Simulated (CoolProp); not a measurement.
Vapour-liquid equilibrium of R134a (1) + R1234ze(E) (2) at 238.1 K; x and y are mole fractions of (1).

The numbers come from the multi-fluid Helmholtz-energy mixture model, Tillner-Roth 1994 and Thol 2016; pair parameters Bell 2022 in CoolProp.

**Question.** Give the bubble pressure and the first vapour's composition at x = 0.35, 0.65, 0.75. Is there an azeotrope?

**Answer.** x = 0.35: 0.5726 bar, y = 0.439; x = 0.65: 0.6223 bar, y = 0.702; x = 0.75: 0.6349 bar, y = 0.786. No azeotrope shows between x = 0.05 and 0.95.

Pair parameters are fitted to limited data, so mixtures are less certain than the pure fluids.
